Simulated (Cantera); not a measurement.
Input: 1 mol Fe₂O₃, 2.6 mol SO₂, 14 mol N₂, at 1800 K and 1.00 bar.

Method: chemical equilibrium by Gibbs-energy minimisation in Cantera with the NASA 1993 tables (ideal gas, pure condensed phases). Candidate condensed phases: Fe, FeO, FeS, FeSO₄, FeS₂, Fe₂O₃, Fe₂(SO₄)₃, Fe₃O₄, S; 19 gas species. Equilibrium is a limit: real reactors are often held back by kinetics, nucleation or transport.

Base state: N₂ 0.835, SO₂ 0.155, O₂ 0.00942, NO 0.000906, SO₃ 0.000158, SO 3.16e-5, O 1.18e-5 (mole fractions); condensed: Fe₃O₄(s).

### Question
What changes in the equilibrium state with this change: temperature from 1800 K to 675 K?

### Answer
```tsv
species	before	after
N₂	0.835	0.843
SO₂	0.155	0.157
SO₃	0.000158	6.77e-9
O₂	0.00942	<1e-9
NO	0.000906	<1e-9
SO	3.16e-5	<1e-9
O	1.18e-5	<1e-9
Fe₃O₄(s), mol	0.667	0
Fe₂O₃(s), mol	0	1.00
```

### Question
What changes in the equilibrium state with this change: temperature from 1800 K to 750 K?

### Answer
```csv
species,before,after
N₂,0.835,0.843
SO₂,0.155,0.157
SO₃,0.000158,2.06e-8
O₂,0.00942,<1e-9
NO,0.000906,<1e-9
SO,3.16e-5,1.14e-9
O,1.18e-5,<1e-9
"Fe₃O₄(s), mol",0.667,0
"Fe₂O₃(s), mol",0,1.00
```
